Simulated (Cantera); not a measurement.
# Low-pressure radical oxidation in H2/O2

An isothermal, constant-pressure homogeneous reactor starts with H2 : O2 = 0.014 : 1 (molar parts), equivalence ratio 0.0070, at 975 K and 1330 Pa.

Computed with Cantera and the H2/O2 subset of GRI-Mech 3.0, which has no nitrogen chemistry. Radical loss at walls, strong at low pressure, is not modelled.

```tsv
t (s)	x H2	x O2	x OH	x H2O	x HO2	x O	x H
3.00e-6	0.0138	0.986	<1e-12	<1e-12	<1e-12	<1e-12	<1e-12
8.68e-6	0.0138	0.986	<1e-12	<1e-12	<1e-12	<1e-12	<1e-12
2.51e-5	0.0138	0.986	<1e-12	<1e-12	1.65e-12	<1e-12	1.52e-12
7.27e-5	0.0138	0.986	<1e-12	<1e-12	4.78e-12	<1e-12	3.85e-12
0.000211	0.0138	0.986	5.59e-12	1.20e-12	1.39e-11	6.39e-12	8.48e-12
0.000609	0.0138	0.986	2.71e-11	1.82e-11	4.06e-11	3.82e-11	1.91e-11
0.00176	0.0138	0.986	1.67e-10	2.81e-10	1.22e-10	3.07e-10	8.39e-11
0.00510	0.0138	0.986	7.14e-9	1.76e-8	6.68e-10	1.43e-8	3.32e-9
0.0148	0.0131	0.986	0.000205	0.000563	3.24e-6	0.000428	0.000114
0.0428	0.000105	0.981	0.000373	0.0133	2.86e-6	0.00465	0.000541
0.124	2.02e-5	0.985	0.000167	0.0138	1.51e-6	0.00135	7.01e-5
0.358	3.35e-6	0.986	6.92e-5	0.0139	6.18e-7	0.000242	5.19e-6
1.04	4.42e-7	0.986	2.65e-5	0.0139	1.85e-7	3.53e-5	2.90e-7
3.00	5.95e-8	0.986	1.04e-5	0.0139	4.47e-8	5.36e-6	1.73e-8
```
x: mole fraction; the columns are a selection and need not sum to one.

Equilibrium at this temperature and pressure: H2 4.97e-12, O2 0.986, OH 1.13e-7, H2O 0.0139, HO2 2.50e-10, O 6.25e-10, H <1e-12 (gas phase only).
